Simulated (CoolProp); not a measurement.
Aqueous calcium chloride as a coolant, at 1 °C, 1 atm.

Values from CoolProp's Melinder's fits for secondary coolants.

```
mass %  freezing point (°C)  viscosity (mPa s)  cp (kJ/(kg K))  density (kg/m³)  Prandtl number
------  -------------------  -----------------  --------------  ---------------  --------------
4.6                    -2.2               1.90           3.897             1039            13.2
6.7                    -3.4               1.99           3.767             1058            13.4
8.9                    -4.9               2.10           3.635             1078            13.7
11                     -6.7               2.22           3.513             1097            14.0
13.2                   -9.0               2.38           3.391             1118            14.6
15.3                  -11.4               2.56           3.280             1138            15.2
17.5                  -14.4               2.78           3.171             1160            16.0
19.7                  -17.8               3.05           3.072             1182            17.1
21.8                  -21.6               3.36           2.986             1203            18.4
24                    -26.4               3.76           2.905             1226            20.1
```
